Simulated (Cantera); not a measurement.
Silicates and aluminates: SiO2 + Al2O3 + N2

Input: 1 mol SiO2, 0.13 mol Al2O3, 0.21 mol N2, at 1125 °C and 13.3 mbar.

Equilibrium computed with Cantera from the NASA thermochemical tables; the gas is ideal and each condensed phase is pure. Candidate condensed phases: Al, AlN, Al2O3, Al2SiO5, Al6Si2O13, Si, SiO2, Si2N2O, Si3N4; 23 gas species. Mutual solubility and eutectic melting of coexisting phases are not modelled. The tables hold silica as quartz up to 1696 K and as liquid above; real silica turns to tridymite and cristobalite and melts near 1996 K. Condensed phases not in the tables: alloys, solid solutions and most ternary compounds. Equilibrium is a limit: real reactors are often held back by kinetics, nucleation or transport.

The x(N2) comes out as 1.00 and the n(Al6Si2O13(mullite)) is 0.0433 mol. The n(SiO2(β-quartz)) is 0.913 mol, the gas amount comes out as 0.2100 mol and the log10 activity of Si(s) (absent) is -11.88. The log10 activity of Al(l) (absent) comes out as -13.48.
